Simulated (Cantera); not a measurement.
An isothermal, constant-pressure homogeneous reactor starts with N₂O : N₂ = 1 : 8.8 (molar parts), at 1075 K and 0.158 atm.

Detailed kinetics in Cantera: GRI-Mech 3.0 (53 species, 325 reactions). GRI-Mech 3.0 was tuned for natural gas; its chemistry of N2O as a main component is partial and can be far from experiment. The mechanism lacks the step 2 NO + O2 → 2 NO2, which can matter for NO2 below about 1400 K. The temperature is held fixed by assumption; the heat of reaction is taken as removed at once.

Predict: x(N₂O) at 200 s; x(N₂) at 200 s; x(NO) at 200 s; x(NO₂) at 200 s; x(O₂) at 200 s; x(O) at 200 s.


```json
{
  "x(N₂O) at 200 s": "0.0268 (gas-phase equilibrium 1.21e-9)",
  "x(N₂) at 200 s": "0.935 (gas-phase equilibrium 0.951)",
  "x(NO) at 200 s": "0.00412 (gas-phase equilibrium 3.58e-5)",
  "x(NO₂) at 200 s": "9.57e-6 (gas-phase equilibrium 2.27e-7)",
  "x(O₂) at 200 s": "0.0337 (gas-phase equilibrium 0.0485)",
  "x(O) at 200 s": "1.54e-7 (gas-phase equilibrium 7.27e-10)"
}
```
